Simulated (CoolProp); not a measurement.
Vapour-liquid equilibrium of CHF3 (R23) (1) + R143a (2) at 6.36 bar; x and y are mole fractions of (1).

The numbers come from the multi-fluid Helmholtz-energy mixture model, Penoncello 2003 and Lemmon and Jacobsen 2000; pair parameters Bell 2016 in CoolProp.

| x | bubble temperature, mixture model (K) | bubble temperature, Raoult's law (K) | y, mixture model | y, Raoult's law |
|---|---|---|---|---|
| 0.05 | 270.6 | 269.4 | 0.130 | 0.177 |
| 0.15 | 263.9 | 261.8 | 0.355 | 0.428 |
| 0.25 | 257.6 | 255.7 | 0.531 | 0.593 |
| 0.35 | 252.1 | 250.6 | 0.662 | 0.707 |
| 0.45 | 247.2 | 246.2 | 0.758 | 0.790 |
| 0.55 | 243.1 | 242.5 | 0.828 | 0.852 |
| 0.65 | 239.6 | 239.2 | 0.881 | 0.899 |
| 0.75 | 236.6 | 236.3 | 0.923 | 0.936 |
| 0.85 | 233.9 | 233.8 | 0.957 | 0.966 |
| 0.95 | 231.5 | 231.4 | 0.986 | 0.990 |

The largest gap from Raoult's law is +2.1 K in bubble temperature, at x = 0.15. No azeotrope shows between x = 0.05 and 0.95.

The pair parameters rest on a limited set of measurements; away from them the model extrapolates.
